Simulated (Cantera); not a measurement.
Charge: 1 mol Si, 0.032 mol CO₂, 1.9 mol N₂, 0.017 mol H₂O, at 1150 K and 190000 Pa.

These are equilibrium values from Cantera (NASA tables, ideal gas, pure condensed phases), not measurements of a reactor. Candidate condensed phases: C, C₆H₆, C₇H₈, C₈H₁₈, H₂O, Si, SiC, SiO₂, Si₂N₂O, Si₃N₄; 151 gas species. N₂ is the only nitrogen source here; it is nearly inert below about 1500 K, so the nitride shown seldom forms there in practice. Mutual solubility and eutectic melting of coexisting phases are not modelled. Rates play no part.

Base state: N₂ 0.987, H₂ 0.0133 (mole fractions); condensed: C(graphite) + Si₂N₂O(s) + Si₃N₄(s).

Q: What changes in the equilibrium state with this change: CO₂ from 0.032 to 4.5 mol?

A: 
```csv
species,before,after
CO₂,<1e-9,0.391
CO,1.91e-8,0.311
N₂,0.987,0.296
H₂,0.0133,0.00106
H₂O,<1e-9,0.00159
"C(graphite), mol",0.0320,0
"Si₂N₂O(s), mol",0.0810,0
"Si₃N₄(s), mol",0.279,0
"SiO₂(β-quartz), mol",0,1.00
```
The tables hold silica as quartz up to 1696 K and as liquid above; real silica turns to tridymite and cristobalite and melts near 1996 K.
